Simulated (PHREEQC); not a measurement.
Consider water at 90 °C with 0.0056 mol Ni(NO3)2, 0.02 mol Na2SO4 and 0.073 mol NiCl2 per kg of water. Closed to the air; pH follows from the charge balance.

Equilibrium calculation in PHREEQC: ion-association model, wateq4f.dat.

The pH is 5.18 and the ionic strength is 0.241 mol/kgw.

| species | molality | activity | log γ |
|---|---|---|---|
| Cl- | 0.139 | 0.0921 | -0.178 |
| Ni+2 | 0.0624 | 0.0156 | -0.602 |
| Na+ | 0.0394 | 0.0276 | -0.154 |
| NO3- | 0.0112 | 0.00721 | -0.191 |
| NiSO4 | 0.00995 | 0.0105 | 0.024 |
| SO4-2 | 0.00944 | 0.00218 | -0.636 |
| NiCl+ | 0.00511 | 0.00361 | -0.150 |
| NiCl2 | 0.00114 | 0.00121 | 0.024 |
| NaSO4- | 0.000600 | 0.000424 | -0.151 |
| NiOH+ | 1.96e-5 | 1.39e-5 | -0.150 |
| HSO4- | 1.11e-5 | 7.64e-6 | -0.164 |
| H+ | 8.57e-6 | 6.58e-6 | -0.115 |
| Ni(SO4)2-2 | 3.11e-6 | 7.79e-7 | -0.602 |
| OH- | 8.52e-8 | 5.62e-8 | -0.181 |

No solid was allowed to form. Complexes and solids missing from the database can't appear. At this temperature some constants are extrapolated from 25 °C, and those without enthalpy data are left unchanged.
